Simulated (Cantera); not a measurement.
## Equilibrium for abatement and gas-phase synthesis: H2S + H2 + SO2

A closed system holds: 1 mol H2S, a varied amount of H2, 0.011 mol SO2, at 898.15 K and 7.50 Torr.

Method: chemical equilibrium by Gibbs-energy minimisation in Cantera with the NASA 1993 tables (ideal gas, pure condensed phases). Candidate condensed phases: H2O, H2SO4, S; 19 gas species. Gases not in the tables: S3 to S7. The numbers say what is thermodynamically allowed, not how fast it happens.

```
n(H2) (mol)   x H2  x H2S    x H2O      x S2     x SH     x S2O
-----------  -----  -----  -------  --------  -------  --------
0.48         0.306  0.677   0.0148   0.00230  7.85e-6   8.29e-9
0.62         0.365  0.621   0.0136   0.00136  6.59e-6   3.76e-9
0.79         0.424  0.563   0.0123  0.000825  5.54e-6   1.78e-9
1            0.484  0.504   0.0110  0.000509  4.65e-6  8.59e-10
1.3          0.551  0.439  0.00956  0.000297  3.79e-6  3.84e-10
1.7          0.618  0.374  0.00815  0.000172  3.05e-6  1.69e-10
2.1          0.667  0.326  0.00710  0.000112  2.56e-6  8.87e-11
2.7          0.721  0.273  0.00595   6.73e-5  2.06e-6  4.13e-11
3.5          0.770  0.225  0.00489   3.99e-5  1.64e-6  1.88e-11
4.4          0.809  0.187  0.00407   2.51e-5  1.33e-6  9.42e-12
5.7          0.846  0.151  0.00328   1.49e-5  1.05e-6  4.31e-12
7.3          0.876  0.122  0.00265   9.08e-6  8.35e-7  2.04e-12
```
x: gas mole fraction; nothing condenses.

From 0.48 mol H2 to 7.3 mol H2 nothing is condensed.
